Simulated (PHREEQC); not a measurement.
PHREEQC input (Pitzer model, pitzer.dat):

```
SOLUTION 1
  temp 25
  units mol/kgw
  pH 7 charge
  Cl 0.58
  K 0.22
  Na 0.396
  Br 0.222
  Mg 0.093
  S(6) 0.0012
  Ca 0.0012
END
USE solution 1
INCREMENTAL_REACTIONS false
REACTION 1
  H2O -1
  0 9.886 18.011 24.689 30.178 34.689 38.397 41.444
  43.949 46.007 47.699 49.089 50.232 51.172 51.944 moles
EQUILIBRIUM_PHASES 1
  Arcanite 0 0
  Bischofite 0 0
  Bloedite 0 0
  Brucite 0 0
  Carnallite 0 0
  Epsomite 0 0
  Glaserite 0 0
  Glauberite 0 0
  Gypsum 0 0
  Anhydrite 0 0
  Halite 0 0
  Hexahydrite 0 0
  Kainite 0 0
  Kieserite 0 0
  Leonite 0 0
  Mirabilite 0 0
  Misenite 0 0
  Polyhalite 0 0
  Portlandite 0 0
  Schoenite 0 0
  Sylvite 0 0
  Syngenite 0 0
  Thenardite 0 0
  MgCl2_4H2O 0 0
SELECTED_OUTPUT 1
  -reset false
  -pH true
  -pe true
  -ionic_strength true
  -water true
  -activities H2O
  -totals Br Ca Cl K Mg Na S
  -molalities H+ Na+ K+ Mg+2 Ca+2 Cl- SO4-2 Br- OH- HSO4-
    MgOH+
  -equilibrium_phases Arcanite Bischofite Bloedite Brucite Carnallite Epsomite Glaserite Glauberite Gypsum Anhydrite
    Halite Hexahydrite Kainite Kieserite Leonite Mirabilite Misenite Polyhalite Portlandite Schoenite
    Sylvite Syngenite Thenardite MgCl2_4H2O
PRINT
  -reset false
END
```

Selected output (columns that matter, 11 of 15 rows; water left (kg) added in front):

```
water left (kg)	pH	mu	Br	Ca	Cl	K	Mg	Na	S	m_H+	m_Na+	la_H2O	Halite	Sylvite
1	6.6245	0.8998	0.222	0.0012	0.58	0.22	0.093	0.396	0.0012	2.6703e-07	0.396	-0.010928	0	0
0.821894	6.5752	1.0948	0.27011	0.00146	0.70569	0.26767	0.11315	0.48181	0.00146	2.8384e-07	0.48181	-0.013417	0	0
0.555203	6.4454	1.6207	0.39985	0.0021614	1.0447	0.39625	0.16751	0.71325	0.0021614	3.277e-07	0.71325	-0.020426	0	0
0.456313	6.3591	1.9719	0.48651	0.0026298	1.2711	0.48213	0.20381	0.86783	0.0026298	3.5778e-07	0.86783	-0.025372	0	0
0.30824	6.1237	2.9192	0.72022	0.0038931	1.8817	0.71373	0.30171	1.2847	0.0038931	4.4821e-07	1.2847	-0.039884	0	0
0.253345	5.9645	3.5517	0.87628	0.0047366	2.2894	0.86838	0.36709	1.5631	0.0047366	5.1865e-07	1.5631	-0.050588	0	0
0.208215	5.7696	4.3215	1.0662	0.0057633	2.7856	1.0566	0.44665	1.9019	0.0057633	6.1725e-07	1.9019	-0.064765	0	0
0.140655	5.2462	6.3972	1.5783	0.0085315	4.1236	1.5641	0.66119	2.8154	0.0085315	9.6488e-07	2.8154	-0.10949	0	0
0.115613	4.9035	7.7829	1.9202	0.010379	5.0168	1.9029	0.80441	3.4252	0.010379	1.2733e-06	3.4252	-0.14468	0	0
0.0780852	4.4782	9.2644	2.843	0.015368	5.1689	2.0572	1.191	3.5727	0.015368	1.8742e-06	3.5727	-0.18566	0.11702	0.059364
0.0641769	4.322	9.7252	3.4592	0.018698	4.7421	2.0263	1.4491	3.2768	0.018698	2.1704e-06	3.2768	-0.19876	0.18571	0.089961
```
